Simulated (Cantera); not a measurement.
A closed system holds: 1 mol SiCl4, 2 mol O3, 0.32 mol H2, 0.87 mol H2O, at 1425 °C and 0.0705 Torr.

Cantera equilibrium calculation (NASA polynomials, part measured and part estimated; ideal gas, pure solids and liquids). Candidate condensed phases: H2O, Si, SiO2; 30 gas species. The tables hold silica as quartz up to 1696 K and as liquid above; real silica turns to tridymite and cristobalite and melts near 1996 K. Rates play no part.

Base state: O2 0.352, Cl 0.316, HCl 0.293, H2O 0.0337, O 0.00268, OH 0.00241, Cl2 0.000260, H 0.000160 (mole fractions); condensed: SiO2(condensed).

Task: What changes in the equilibrium state with this change: SiCl4 replaced by HMDSO?

Result: 
| species | before | after |
|---|---|---|
| H2 | 0.000115 | 0.555 |
| CO | 0 | 0.327 |
| SiO | 9.67e-6 | 0.106 |
| O2 | 0.352 | <1e-9 |
| Cl | 0.316 | 0 |
| HCl | 0.293 | 0 |
| H2O | 0.0337 | 7.42e-8 |
| H | 0.000160 | 0.0111 |
| O | 0.00268 | <1e-9 |
| OH | 0.00241 | <1e-9 |
| Si | <1e-9 | 0.000918 |
| SiO2(condensed), mol | 1.000 | 0 |
| SiC(s), mol | 0 | 0.0564 |
The feed counts by its element totals alone. Further candidate phases: C, C6H6, C7H8, C8H18, SiC.
